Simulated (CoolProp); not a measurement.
Ethane along the isobar 5900 kPa: Z from the reference equation and from simpler models built on Tc = 32.2 °C, pc = 4872 kPa, ω = 0.099; each cubic takes its own stable root.

Values from CoolProp's reference Helmholtz-energy equation of state, Bücker 2006.

```
T (°C)          phase  reference  van der Waals  Redlich-Kwong  Soave-Redlich-Kwong  Peng-Robinson
------  -------------  ---------  -------------  -------------  -------------------  -------------
-23.45         liquid     0.1853         0.2754         0.1990               0.1967         0.1741
18.25          liquid     0.1957         0.2855         0.2234               0.2212         0.1975
60.05   supercritical     0.5921         0.5677         0.5866               0.6024         0.5715
101.85  supercritical     0.7702         0.7431         0.7605               0.7788         0.7491
143.65  supercritical     0.8524         0.8225         0.8416               0.8618         0.8348
185.45  supercritical     0.9011         0.8708         0.8901               0.9113         0.8868
227.25  supercritical     0.9330         0.9033         0.9219               0.9434         0.9213
268.95  supercritical     0.9548         0.9264         0.9439               0.9654         0.9453
```
